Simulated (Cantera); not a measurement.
Charge: 1 mol Ti(OiPr)₄, 1.6 mol O₂, 130 mol H₂, equilibrated at 0.710 bar.

These are equilibrium values from Cantera (NASA tables, ideal gas, pure condensed phases), not measurements of a reactor. Candidate condensed phases: C, C₆H₆, C₇H₈, C₈H₁₈, H₂O, Ti, TiC, TiO, TiO₂, Ti₂O₃, Ti₃O₅, Ti₄O₇; 113 gas species. The feed counts by its element totals alone. TiC: taken at fixed stoichiometry. Equilibrium is a limit: real reactors are often held back by kinetics, nucleation or transport.

Question: At 1823 K, list the 5 most abundant gas species with their mole fractions, and the condensed phases.

Answer: H₂ 0.951, CO 0.0476, H 0.000501, CH₄ 0.000458, C₂H₂ (acetylene) 0.000201. Condensed: C(graphite) + TiC(s).
